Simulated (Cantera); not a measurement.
A Cantera script and what it prints.

```python
import numpy as np
import cantera as ct

gas_names = """
    O2 CL2
""".split()
cond_names = """
    Ca(L) CaCL2(L) CaO(s)
""".split()


# ... load() reads the species with a 1 bar reference pressure and builds the phases ...
species = {s.name: s for s in load("nasa_gas.yaml", gas_names) + load("nasa_condensed.yaml", cond_names)}
T = 1200
g = {n: (s.thermo.h(T) - T * s.thermo.s(T)) / (ct.gas_constant * T * np.log(10)) for n, s in species.items()}
valid = cond_names  # the entries whose range holds T


def stable(la, lb):
    # potentials (over RT ln 10) of the two non-metals from log10 p(O2) and log10 p(CL2) in bar
    mu = {}
    mu["O"] = (g["O2"] + la) / 2
    mu["Cl"] = (g["CL2"] + lb) / 2
    cost = {}
    for n in valid:
        c = species[n].composition
        cost[n] = (g[n] - sum(c.get(e, 0) * m for e, m in mu.items())) / c["Ca"]
    return min(cost, key=cost.get)


results = []
for lb in [0, -3.5, -7, -10.5, -14, -17.5, -21, -24.5, -28, -31.5, -35]:
    row = [stable(la, lb) for la in [-30, -28.5, -27, -25.6, -24.1, -22.6, -21.1, -19.7, -18.2, -16.7, -15.2, -13.8, -12.3, -10.8, -9.3, -7.9, -6.4, -4.9, -3.4, -2, -0.5, 1]]
    results.append(row)
    print(f"{lb:6.1f}  " + " ".join(f"{valid.index(n):x}" for n in row))
print("key: " + ", ".join(f"{i:x} {n}" for i, n in enumerate(valid)))
```

Result:

```
   0.0  1 1 1 1 1 1 1 1 1 1 1 1 1 1 1 1 1 1 1 1 1 1
  -3.5  1 1 1 1 1 1 1 1 1 1 1 1 1 1 1 1 1 1 1 1 1 1
  -7.0  1 1 1 1 1 1 1 1 1 1 1 1 1 1 1 1 1 1 2 2 2 2
 -10.5  1 1 1 1 1 1 1 1 1 1 1 1 1 2 2 2 2 2 2 2 2 2
 -14.0  1 1 1 1 1 1 1 1 2 2 2 2 2 2 2 2 2 2 2 2 2 2
 -17.5  1 1 1 2 2 2 2 2 2 2 2 2 2 2 2 2 2 2 2 2 2 2
 -21.0  2 2 2 2 2 2 2 2 2 2 2 2 2 2 2 2 2 2 2 2 2 2
 -24.5  2 2 2 2 2 2 2 2 2 2 2 2 2 2 2 2 2 2 2 2 2 2
 -28.0  2 2 2 2 2 2 2 2 2 2 2 2 2 2 2 2 2 2 2 2 2 2
 -31.5  2 2 2 2 2 2 2 2 2 2 2 2 2 2 2 2 2 2 2 2 2 2
 -35.0  2 2 2 2 2 2 2 2 2 2 2 2 2 2 2 2 2 2 2 2 2 2
key: 0 Ca(L), 1 CaCL2(L), 2 CaO(s)
```

Standard-state values (1 bar) from the NASA 1993 polynomials, evaluated with Cantera. Not in the tables: oxide halides.
